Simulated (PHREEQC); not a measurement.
A solution holds 5.2 mmol/kgw AgF, 2.2 mmol/kgw HF and 30 mmol/kgw Na2SO4, at 60 °C. Closed to the air; pH follows from the charge balance.

Equilibrium calculation in PHREEQC: ion-association model, wateq4f.dat.

Precipitation was switched off in this run.

### Question
Predict the pH, ionic strength.

### Answer
pH 3.88; ionic strength 0.0864 mol/kgw.

### Question
In which forms is Ag present?

### Answer
Ag+ 81 %, AgSO4- 19 % of the Ag.

Species that the database lacks are ignored. Away from 25 °C the constants follow the database's enthalpies or fits; those with neither stay at their 25 °C values.
